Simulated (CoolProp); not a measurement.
Saturation properties of R125 (Tc = 339.2 K, pc = 3618 kPa, ω = 0.305).

Model: reference Helmholtz-energy equation of state, Lemmon 2005, in CoolProp.

```
T (K)  p (kPa)  vapour density (kg/m³)  surface tension (mN/m)  liquid viscosity (µPa s)  vapour viscosity (µPa s)  liquid conductivity (mW/(m K))
-----  -------  ----------------------  ----------------------  ------------------------  ------------------------  ------------------------------
265.8    527.9                   33.09                    7.90                       226                      11.5                            73.0
271.7    640.3                   40.15                    7.13                       208                      11.8                            70.5
277.5    767.5                   48.30                    6.38                       191                      12.1                            68.0
283.4    915.4                   58.01                    5.63                       176                      12.5                            65.5
289.2     1081                   69.22                    4.92                       162                      12.8                            63.1
295.1     1271                   82.66                    4.21                       148                      13.2                            60.7
301       1484                   98.61                    3.52                       135                      13.7                            58.3
306.8     1720                   117.4                    2.87                       122                      14.3                            55.9
312.7     1987                   140.5                    2.24                       110                      15.0                            53.5
```

It boils at 225.1 K under 1 atm.

Viscosity comes from a separate model (Huber 2006). Thermal conductivity comes from a separate model (Perkins 2006). Surface tension comes from a separate correlation (Mulero 2012).
